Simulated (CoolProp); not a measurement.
Vapour-liquid equilibrium of propane (1) + R152A (2) at 579 kPa; x and y are mole fractions of (1).

The numbers come from the multi-fluid Helmholtz-energy mixture model, Lemmon 2009 and Outcalt 1996; pair parameters Bell 2016 in CoolProp.

Task: Give the bubble temperature and the first vapour's composition at x = 0.55, 0.75, 0.85. Is there an azeotrope?

Result: x = 0.55: 276.5 K, y = 0.649; x = 0.75: 276.0 K, y = 0.737; x = 0.85: 276.5 K, y = 0.804. y crosses x between x = 0.65 and 0.75: the model has an azeotrope there.

The pair parameters rest on a limited set of measurements; away from them the model extrapolates.
